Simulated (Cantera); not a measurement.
Feed: 1 mol Al(CH₃)₃, 2.2 mol N₂O, 1.4 mol H₂, 420 mol NH₃, at 10.0 mbar.

Cantera equilibrium calculation (NASA polynomials, part measured and part estimated; ideal gas, pure solids and liquids). Candidate condensed phases: Al, AlN, Al₂O₃, C, C₆H₆, C₇H₈, C₈H₁₈, H₂O; 148 gas species. The feed counts by its element totals alone. Kinetics and transport are ignored.

Problem. At 898 K, list the 5 most abundant gas species with their mole fractions, and the condensed phases.

Solution. H₂ 0.747, N₂ 0.250, CH₄ 0.00179, CO 0.000811, H₂O 1.53e-5. Condensed: Al₂O₃(s) + C(graphite).
